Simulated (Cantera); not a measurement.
A closed system holds: 1 mol MgO, 22 mol HCl, 0.61 mol N2, held at 1948 K and 0.100 bar.

These are equilibrium values from Cantera (NASA tables, ideal gas, pure condensed phases), not measurements of a reactor. Candidate condensed phases: H2O, Mg, MgCl2, MgO, Mg(OH)2, NH4Cl; 38 gas species. Rates play no part.

Q: What is the equilibrium state?

A: 
```json
{
 "x(HCl)": "0.853",
 "x(MgCl2)": "0.0437",
 "x(H2O)": "0.0436",
 "x(N2)": "0.0267",
 "x(Cl)": "0.0218",
 "x(H2)": "0.0109",
 "x(H)": "0.000374",
 "x(OH)": "0.000135",
 "x(Cl2)": "0.000132",
 "gas_amount": "22.87 mol",
 "log10 activity of Mg(l) (absent)": "-8.60"
}
```
